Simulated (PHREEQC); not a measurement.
A solution holds 0.019 mol HF, 0.0018 mol H2SiF6 and 0.00036 mol H3AsO4 per kg of water, at 40 °C. Closed to the air; pH follows from the charge balance.

All values are PHREEQC results (ion-association model, wateq4f.dat), not measurements.

No solid was allowed to form.

Estimate the pH.

pH 2.29.

In which forms is F present?

HF 54 %, SiF6-2 36 %, F- 5.8 %, H2F2 2.6 %, HF2- 0.8 % of the F.

At this temperature some constants are extrapolated from 25 °C, and those without enthalpy data are left unchanged. SiF6-2 is the database's only silicon fluoride.
